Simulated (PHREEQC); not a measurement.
NaOH is added in steps, without added water, to 1 kg of water holding 0.12 mol HF, 4.6e-05 mol NaF, 0.00078 mol H4SiO4 and 0.00081 mol HCl, at 25 °C. O2 is buffered at 0.21 atm. CO2 from the air is kept out. Solids allowed: SiO2(a), Halite. Others were left out.

Base run: PHREEQC, ion-association model, phreeqc.dat. Each further column changes one thing. The table gives F- (mol/kgw).

```json
[
 {"NaOH added (mol)": "0", "base": "0.00704", "Debye-Hückel limiting law": "0.00722", "Davies equation for every ion": "0.00709", "all activity coefficients set to 1": "___", "metal-ligand complexes left out": "0.00704"},
 {"NaOH added (mol)": "0.01083", "base": "0.0115", "Debye-Hückel limiting law": "0.0117", "Davies equation for every ion": "0.0115", "all activity coefficients set to 1": "___", "metal-ligand complexes left out": "0.0115"},
 {"NaOH added (mol)": "0.02167", "base": "0.0177", "Debye-Hückel limiting law": "0.0180", "Davies equation for every ion": "0.0177", "all activity coefficients set to 1": "0.0169", "metal-ligand complexes left out": "0.0178"},
 {"NaOH added (mol)": "0.03792", "base": "0.0295", "Debye-Hückel limiting law": "0.0298", "Davies equation for every ion": "0.0295", "all activity coefficients set to 1": "___", "metal-ligand complexes left out": "0.0298"},
 {"NaOH added (mol)": "0.04875", "base": "0.0385", "Debye-Hückel limiting law": "0.0388", "Davies equation for every ion": "0.0385", "all activity coefficients set to 1": "___", "metal-ligand complexes left out": "0.0391"},
 {"NaOH added (mol)": "0.05958", "base": "0.0482", "Debye-Hückel limiting law": "0.0485", "Davies equation for every ion": "0.0482", "all activity coefficients set to 1": "___", "metal-ligand complexes left out": "0.0491"},
 {"NaOH added (mol)": "0.07042", "base": "0.0587", "Debye-Hückel limiting law": "0.0590", "Davies equation for every ion": "0.0586", "all activity coefficients set to 1": "0.0577", "metal-ligand complexes left out": "0.0600"},
 {"NaOH added (mol)": "0.08125", "base": "0.0697", "Debye-Hückel limiting law": "0.0701", "Davies equation for every ion": "0.0696", "all activity coefficients set to 1": "0.0685", "metal-ligand complexes left out": "0.0715"},
 {"NaOH added (mol)": "0.09208", "base": "0.0814", "Debye-Hückel limiting law": "0.0818", "Davies equation for every ion": "0.0812", "all activity coefficients set to 1": "0.0798", "metal-ligand complexes left out": "0.0837"},
 {"NaOH added (mol)": "0.1083", "base": "0.0998", "Debye-Hückel limiting law": "0.100", "Davies equation for every ion": "0.0997", "all activity coefficients set to 1": "0.0976", "metal-ligand complexes left out": "0.103"},
 {"NaOH added (mol)": "0.1192", "base": "0.113", "Debye-Hückel limiting law": "0.114", "Davies equation for every ion": "0.113", "all activity coefficients set to 1": "___", "metal-ligand complexes left out": "0.117"},
 {"NaOH added (mol)": "0.13", "base": "0.115", "Debye-Hückel limiting law": "0.116", "Davies equation for every ion": "0.115", "all activity coefficients set to 1": "___", "metal-ligand complexes left out": "0.120"}
]
```

**Question.** What belongs in the gaps?

**Answer.** 
- 0, all activity coefficients set to 1: 0.00626
- 0.01083, all activity coefficients set to 1: 0.0106
- 0.03792, all activity coefficients set to 1: 0.0288
- 0.04875, all activity coefficients set to 1: 0.0378
- 0.05958, all activity coefficients set to 1: 0.0475
- 0.1192, all activity coefficients set to 1: 0.110
- 0.13, all activity coefficients set to 1: 0.112

SiF6-2 is the database's only silicon fluoride.
